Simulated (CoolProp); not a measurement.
Vapour-liquid equilibrium of propylene (1) + R22 (2) at 0.201 MPa; x and y are mole fractions of (1).

The numbers come from the multi-fluid Helmholtz-energy mixture model, Lemmon 2013 and Kamei 1995; pair parameters Bell 2016 in CoolProp.

```csv
x,bubble temperature (°C),y at the bubble point,dew temperature at overall composition x (°C),liquid density (mol/L)
0.05,-26.0,0.083,-25.6,15.66
0.125,-27.2,0.191,-26.5,15.53
0.2,-28.2,0.282,-27.4,15.39
0.275,-29.1,0.361,-28.2,15.25
0.35,-29.7,0.433,-29.0,15.11
0.425,-30.3,0.498,-29.7,14.97
0.5,-30.7,0.560,-30.3,14.83
0.575,-31.1,0.620,-30.8,14.70
0.65,-31.3,0.680,-31.2,14.57
0.725,-31.5,0.740,-31.5,14.45
0.8,-31.6,0.804,-31.6,14.32
0.875,-31.6,0.872,-31.6,14.20
0.95,-31.5,0.946,-31.5,14.08
```

y crosses x between x = 0.8 and 0.875: the model has an azeotrope there.

The pair parameters rest on a limited set of measurements; away from them the model extrapolates.
